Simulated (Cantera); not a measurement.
A perfectly stirred reactor is fed with 2.77 % H2, 64.4 % O2, 32.8 % N2, equivalence ratio 0.021, at 20.0 Torr; it is held at 900 K, and followed from long to short residence time.

Model: GRI-Mech 3.0 (53 species, 325 reactions), integrated in Cantera. Radical loss at walls, strong at low pressure, is not modelled. Below about 950 K walls govern HO2 and H2O2 in real vessels.

x: mole fraction; the columns are a selection and need not sum to one.

| τ (s) | x H2 | x O2 | x NO | x H | x H2O2 | x OH |
|---|---|---|---|---|---|---|
| 0.56 | 0.000947 | 0.639 | (withheld) | 4.50e-5 | 1.61e-7 | 0.000126 |
| 0.35 | 0.00121 | 0.639 | (withheld) | 7.11e-5 | 1.83e-7 | 0.000156 |
| 0.22 | 0.00154 | 0.639 | (withheld) | 0.000111 | 2.05e-7 | 0.000192 |
| 0.13 | 0.00202 | 0.639 | (withheld) | 0.000183 | 2.32e-7 | 0.000244 |
| 0.084 | 0.00253 | 0.638 | (withheld) | 0.000275 | 2.54e-7 | 0.000296 |
| 0.052 | 0.00324 | 0.638 | (withheld) | 0.000425 | 2.79e-7 | 0.000364 |
| 0.032 | 0.00414 | 0.638 | (withheld) | 0.000649 | 3.02e-7 | 0.000446 |
| 0.020 | 0.00526 | 0.638 | 5.73e-9 | 0.000955 | 3.21e-7 | 0.000535 |
| 0.013 | 0.00653 | 0.638 | 6.06e-9 | 0.00132 | 3.35e-7 | 0.000623 |
| 0.0078 | 0.00844 | 0.638 | 5.94e-9 | 0.00184 | 3.44e-7 | 0.000725 |
| 0.0049 | 0.0107 | 0.638 | (withheld) | 0.00230 | 3.42e-7 | 0.000800 |

Problem. Some entries are withheld; supply them.

Solution. 
- 0.56, x NO: 1.53e-9
- 0.35, x NO: 1.92e-9
- 0.22, x NO: 2.39e-9
- 0.13, x NO: 3.03e-9
- 0.084, x NO: 3.64e-9
- 0.052, x NO: 4.37e-9
- 0.032, x NO: 5.11e-9
- 0.0049, x NO: 5.16e-9
